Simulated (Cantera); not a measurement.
## (CH3)2SiCl2 + HCl + H2 (silicon carbide growth)

A closed system holds: 1 mol (CH3)2SiCl2, 0.033 mol HCl, 2.6 mol H2, held at 2.70 Torr.

Cantera equilibrium calculation (NASA polynomials, part measured and part estimated; ideal gas, pure solids and liquids). Candidate condensed phases: C, C6H6, C7H8, C8H18, Si, SiC; 109 gas species. The feed counts by its element totals alone. The tables' values for SiCl, SiCl3 are old estimates; treat these amounts as uncertain. Gases not in the tables: Si2H6 and higher silanes. Rates play no part.

From 1400 °C to 2000 °C the condensed part is C(graphite) + SiC(s). From 2100 °C to 2300 °C the condensed part is C(graphite). The main Si-bearing gas is SiCl2 at 1400 °C and Si at 2300 °C.

| T (°C) | x H2 | x H | x HCl | x Cl | x Si | x SiC2 | x SiCl2 | n C(graphite) | n SiC(s) |
|---|---|---|---|---|---|---|---|---|---|
| 1400 | 0.698 | 0.00159 | 0.293 | 0.000520 | 1.55e-6 | 1.02e-8 | 0.00594 | 1.04 | 0.960 |
| 1500 | 0.699 | 0.00396 | 0.288 | 0.00126 | 1.26e-5 | 1.56e-7 | 0.00810 | 1.05 | 0.945 |
| 1600 | 0.697 | 0.00898 | 0.281 | 0.00274 | 8.13e-5 | 1.78e-6 | 0.0105 | 1.07 | 0.928 |
| 1700 | 0.691 | 0.0187 | 0.271 | 0.00547 | 0.000434 | 1.58e-5 | 0.0130 | 1.09 | 0.907 |
| 1800 | 0.678 | 0.0361 | 0.257 | 0.0101 | 0.00197 | 0.000113 | 0.0153 | 1.11 | 0.875 |
| 1900 | 0.651 | 0.0649 | 0.238 | 0.0173 | 0.00776 | 0.000672 | 0.0170 | 1.17 | 0.802 |
| 2000 | 0.599 | 0.108 | 0.209 | 0.0273 | 0.0270 | 0.00340 | 0.0174 | 1.32 | 0.581 |
| 2100 | 0.507 | 0.166 | 0.171 | 0.0399 | 0.0728 | 0.0128 | 0.0141 | 1.68 | 0 |
| 2200 | 0.430 | 0.244 | 0.152 | 0.0609 | 0.0761 | 0.0183 | 0.00570 | 1.57 | 0 |
| 2300 | 0.349 | 0.338 | 0.122 | 0.0829 | 0.0724 | 0.0230 | 0.00191 | 1.42 | 0 |
x: gas mole fraction; n: condensed amount in mol.
